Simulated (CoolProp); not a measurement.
The fluid at 298.15 K and 0.00678 MPa expands adiabatically to 0.000767 MPa with isentropic efficiency 0.9. The same conditions are run with several fluids, on thermodynamics alone (safety and materials aside).

Values from CoolProp's reference Helmholtz-energy equation of state of each fluid (1,2-dichloroethane: Thol 2015; R227EA: Lemmon 2016; dimethyl ether: Wu 2011; R404A: Lemmon 2003; R1233zd(E): Akasaka 2022). Blends and air are pseudo-pure fits.

```json
[
 {"fluid": "1,2-dichloroethane", "work (kJ/kg)": "44.3", "final temperature (K)": "252.9", "final phase": "…", "final density (kg/m³)": "…"},
 {"fluid": "R227EA", "work (kJ/kg)": "…", "final temperature (K)": "263.3", "final phase": "gas", "final density (kg/m³)": "…"},
 {"fluid": "dimethyl ether", "work (kJ/kg)": "91.5", "final temperature (K)": "…", "final phase": "gas", "final density (kg/m³)": "0.0185"},
 {"fluid": "R404A", "work (kJ/kg)": "44.6", "final temperature (K)": "…", "final phase": "gas", "final density (kg/m³)": "0.0371"},
 {"fluid": "R1233zd(E)", "work (kJ/kg)": "33.9", "final temperature (K)": "…", "final phase": "gas", "final density (kg/m³)": "…"}
]
```

### Question
Complete the blanks.

### Answer

- 1,2-dichloroethane, final phase: two-phase, vapour fraction 0.980
- 1,2-dichloroethane, final density (kg/m³): 0.0369
- R227EA, work (kJ/kg): 26.7
- R227EA, final density (kg/m³): 0.0596
- dimethyl ether, final temperature (K): 229.5
- R404A, final temperature (K): 243.1
- R1233zd(E), final temperature (K): 251.7
- R1233zd(E), final density (kg/m³): 0.0479
